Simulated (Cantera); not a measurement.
Charge: 1 mol SiC, 0.23 mol CO₂, 29 mol H₂, 1.2 mol O₂, equilibrated at 0.133 bar.

Equilibrium computed with Cantera from the NASA thermochemical tables; the gas is ideal and each condensed phase is pure. Candidate condensed phases: C, C₆H₆, C₇H₈, C₈H₁₈, H₂O, Si, SiC, SiO₂; 123 gas species. Mutual solubility and eutectic melting of coexisting phases are not modelled. The tables hold silica as quartz up to 1696 K and as liquid above; real silica turns to tridymite and cristobalite and melts near 1996 K. Equilibrium is a limit: real reactors are often held back by kinetics, nucleation or transport. All values below are at 1575 K.

Base state: H₂ 0.959, CO 0.0377, SiO 0.00337, H 0.000111, CH₄ 3.83e-5, H₂O 2.88e-5 (mole fractions); condensed: SiC(s) + SiO₂(β-quartz).

Task: What changes in the equilibrium state with this change: 0.33 mol H₂O added?

Result: 
| species | before | after |
|---|---|---|
| H₂ | 0.959 | 0.958 |
| CO | 0.0377 | 0.0402 |
| SiO | 0.00337 | 0.00136 |
| H₂O | 2.88e-5 | 7.11e-5 |
| CH₄ | 3.83e-5 | 1.65e-5 |
| SiC(s), mol | 0.0892 | 0 |
| SiO₂(β-quartz), mol | 0.809 | 0.958 |
